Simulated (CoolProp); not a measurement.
Vapour-liquid equilibrium of R22 (1) + R11 (2) at 0.228 MPa; x and y are mole fractions of (1).

The numbers come from the multi-fluid Helmholtz-energy mixture model, Kamei 1995 and Jacobsen 1992; pair parameters Bell 2016 in CoolProp.

| x | bubble temperature (K) | y at the bubble point | dew temperature at overall composition x (K) | liquid density (mol/L) |
|---|---|---|---|---|
| 0.05 | 307.3 | 0.381 | 320.3 | 10.71 |
| 0.15 | 288.8 | 0.699 | 316.7 | 11.32 |
| 0.25 | 278.3 | 0.817 | 312.9 | 11.82 |
| 0.35 | 271.6 | 0.875 | 308.7 | 12.28 |
| 0.45 | 266.8 | 0.909 | 304.0 | 12.74 |
| 0.55 | 263.2 | 0.933 | 298.6 | 13.20 |
| 0.65 | 260.1 | 0.951 | 292.3 | 13.68 |
| 0.75 | 257.4 | 0.966 | 284.7 | 14.19 |
| 0.85 | 254.9 | 0.980 | 274.7 | 14.74 |
| 0.95 | 252.5 | 0.993 | 260.3 | 15.33 |

No azeotrope shows between x = 0.05 and 0.95.

Pair parameters are fitted to limited data, so mixtures are less certain than the pure fluids.
